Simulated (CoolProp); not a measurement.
Ethylene along the isotherm 44.35 °C: Z from the reference equation and from simpler models built on Tc = 9.2 °C, pc = 5.042 MPa, ω = 0.087; each cubic takes its own stable root.

Computed with CoolProp (reference Helmholtz-energy equation of state, Smukala 2000).

| p (MPa) | phase | reference |
|---|---|---|
| 3.36 | gas | 0.8279 |
| 6.72 | supercritical | 0.6072 |
| 10.1 | supercritical | 0.4337 |
| 13.4 | supercritical | 0.4562 |
| 16.8 | supercritical | 0.5167 |
| 20.2 | supercritical | 0.5840 |
| 23.5 | supercritical | 0.6508 |
| 26.9 | supercritical | 0.7197 |
| 30.3 | supercritical | 0.7882 |
| 33.6 | supercritical | 0.8540 |
| 37 | supercritical | 0.9212 |
| 40.3 | supercritical | 0.9857 |
| 43.7 | supercritical | 1.052 |
| 47.1 | supercritical | 1.117 |
| 50.4 | supercritical | 1.180 |

Q: How far does each simpler model (van der Waals, Peng-Robinson) lie from the reference over these 15 states: mean and median of the absolute difference, and the worst?

A: 
- van der Waals: mean 22.2 %, median 26.6 %, worst +28.9 % at 44.35 °C and 50.4 MPa
- Peng-Robinson: mean 4.8 %, median 4.7 %, worst -8.1 % at 44.35 °C and 50.4 MPa
